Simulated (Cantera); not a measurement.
Equilibrium for sublimation and decomposition of ceramics: Si3N4 + H2

A closed system holds: 1 mol Si3N4, 0.1 mol H2, at 2800 K.

These are equilibrium values from Cantera (NASA tables, ideal gas, pure condensed phases), not measurements of a reactor. Candidate condensed phases: Si, Si3N4; 18 gas species. The tables' values for SiN are old estimates; treat these amounts as uncertain. Gases not in the tables: Si2H6 and higher silanes. Kinetics and transport are ignored.

```json
[
 {"P (Pa)": "1", "x N2": "0.384", "x Si": "0.577", "x H2": "2.21e-6", "x H": "0.0384", "x Si2": "3.74e-6", "n Si(l)": "0"},
 {"P (Pa)": "4.60", "x N2": "0.384", "x Si": "0.577", "x H2": "1.02e-5", "x H": "0.0384", "x Si2": "1.72e-5", "n Si(l)": "0"},
 {"P (Pa)": "22", "x N2": "0.384", "x Si": "0.577", "x H2": "4.84e-5", "x H": "0.0384", "x Si2": "8.22e-5", "n Si(l)": "0"},
 {"P (Pa)": "100", "x N2": "0.385", "x Si": "0.576", "x H2": "0.000216", "x H": "0.0380", "x Si2": "0.000373", "n Si(l)": "0"},
 {"P (Pa)": "460", "x N2": "0.385", "x Si": "0.574", "x H2": "0.000919", "x H": "0.0366", "x Si2": "0.00170", "n Si(l)": "0"},
 {"P (Pa)": "2200", "x N2": "0.389", "x Si": "0.563", "x H2": "0.00329", "x H": "0.0316", "x Si2": "0.00784", "n Si(l)": "0"},
 {"P (Pa)": "10000", "x N2": "0.578", "x Si": "0.351", "x H2": "0.0132", "x H": "0.0297", "x Si2": "0.0138", "n Si(l)": "1.62"},
 {"P (Pa)": "46000", "x N2": "0.860", "x Si": "0.0763", "x H2": "0.0315", "x H": "0.0214", "x Si2": "0.00301", "n Si(l)": "2.78"},
 {"P (Pa)": "220000", "x N2": "0.928", "x Si": "0.0159", "x H2": "0.0404", "x H": "0.0111", "x Si2": "0.000629", "n Si(l)": "2.95"},
 {"P (Pa)": "1000000", "x N2": "0.945", "x Si": "0.00351", "x H2": "0.0442", "x H": "0.00544", "x Si2": "0.000138", "n Si(l)": "2.99"}
]
```
x: gas mole fraction; n: condensed amount in mol.

From 1.00 Pa to 22.0 mbar nothing is condensed. From 0.100 bar to 10.0 bar the condensed part is Si(l). The main Si-bearing gas is Si throughout.
